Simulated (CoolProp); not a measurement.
Aqueous potassium acetate as a coolant, at 25 °C, 1 atm.

Computed with CoolProp (Melinder's fits for secondary coolants).

```csv
mass %,freezing point (°C),viscosity (mPa s),Prandtl number,cp (kJ/(kg K)),conductivity (W/(m K))
3.4,-1.3,0.968,6.59,4.051,0.595
6.6,-2.8,1.05,7.05,3.938,0.584
9.9,-4.5,1.14,7.60,3.828,0.573
13.1,-6.3,1.23,8.19,3.727,0.562
16.3,-8.4,1.34,8.84,3.630,0.551
19.5,-10.8,1.46,9.58,3.535,0.540
22.8,-13.8,1.61,10.4,3.441,0.529
26,-17.4,1.77,11.4,3.351,0.519
29.2,-21.9,1.97,12.6,3.262,0.509
32.4,-27.1,2.21,14.1,3.174,0.499
35.7,-33.3,2.51,15.9,3.085,0.489
```
